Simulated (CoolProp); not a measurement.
The numbers come from the reference Helmholtz-energy equation of state, Wagner 2002 in CoolProp.

Q: Give the vapour pressure (kPa), liquid cp (kJ/(kg K)), liquid conductivity (mW/(m K)) of saturated water at 184.45, 211.55 °C.

A: 
```tsv
T (°C)	p (kPa)	liquid cp (kJ/(kg K))	liquid conductivity (mW/(m K))
184.45	1110	4.42	669
211.55	1970	4.56	652
```

Thermal conductivity comes from a separate model (Huber 2012).
